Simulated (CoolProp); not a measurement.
Vapour-liquid equilibrium of carbon dioxide (1) + propane (2) at 1.34 MPa; x and y are mole fractions of (1).

The numbers come from the multi-fluid Helmholtz-energy mixture model, Span 1996 and Lemmon 2009; pair parameters Kunz 2012 in CoolProp.

| x | bubble temperature, mixture model (K) | bubble temperature, Raoult's law (K) | y, mixture model | y, Raoult's law |
|---|---|---|---|---|
| 0.05 | 299.6 | 301.8 | … | 0.261 |
| 0.2 | … | 281.2 | 0.679 | 0.640 |
| 0.35 | 256.6 | 268.4 | … | 0.801 |
| 0.5 | … | 259.4 | … | 0.886 |
| 0.65 | 246.7 | 252.5 | 0.900 | 0.938 |
| 0.8 | 244.3 | 247.1 | … | 0.971 |
| 0.95 | 242.0 | 242.6 | … | 0.994 |

Problem. Complete the blanks.

Solution. 
- 0.05, y, mixture model: 0.249
- 0.2, bubble temperature, mixture model (K): 270.9
- 0.35, y, mixture model: 0.818
- 0.5, bubble temperature, mixture model (K): 250.1
- 0.5, y, mixture model: 0.872
- 0.8, y, mixture model: 0.928
- 0.95, y, mixture model: 0.974

The largest gap from Raoult's law is -11.8 K in bubble temperature, at x = 0.35. No azeotrope shows between x = 0.05 and 0.95.

Pair parameters are fitted to limited data, so mixtures are less certain than the pure fluids.
